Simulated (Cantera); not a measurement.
Input: 1 mol Ti(OiPr)4, 0.45 mol H2O, 22 mol H2, at 1950 K and 1.05 Torr.

Equilibrium computed with Cantera from the NASA thermochemical tables; the gas is ideal and each condensed phase is pure. Candidate condensed phases: C, C6H6, C7H8, C8H18, H2O, Ti, TiC, TiO, TiO2, Ti2O3, Ti3O5, Ti4O7; 113 gas species. The feed counts by its element totals alone. TiC: taken at fixed stoichiometry. The numbers say what is thermodynamically allowed, not how fast it happens.

Base state: H2 0.864, CO 0.107, H 0.0285, C2H2 (acetylene) 0.000472 (mole fractions); condensed: C(graphite) + TiC(s).

### Question
What changes in the equilibrium state with this change: pressure from 1.05 Torr to 10.0 Torr?

### Answer
```csv
species,before,after
H2,0.864,0.882
CO,0.107,0.108
H,0.0285,0.00932
C2H2 (acetylene),0.000472,0.000482
"C(graphite), mol",6.51,6.51
"TiC(s), mol",1.000,1.000
```
